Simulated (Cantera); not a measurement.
Charge: 1 mol SiF4, 0.93 mol O3, 99 mol N2, equilibrated at 22000 Pa.

Cantera equilibrium calculation (NASA polynomials, part measured and part estimated; ideal gas, pure solids and liquids). Candidate condensed phases: Si, SiO2, Si2N2O, Si3N4; 28 gas species. The numbers say what is thermodynamically allowed, not how fast it happens. All values below are at 1527 °C.

Base state: N2 0.976, O2 0.0132, SiF4 0.00986, NO 0.00116, O 2.98e-5 (mole fractions); condensed: gas only.

Q: What changes in the equilibrium state with this change: O3 from 0.93 to 0.055 mol?

A: 
```tsv
species	before	after
N2	0.976	0.989
SiF4	0.00986	0.00999
O2	0.0132	0.000688
NO	0.00116	0.000266
O	2.98e-5	6.80e-6
```
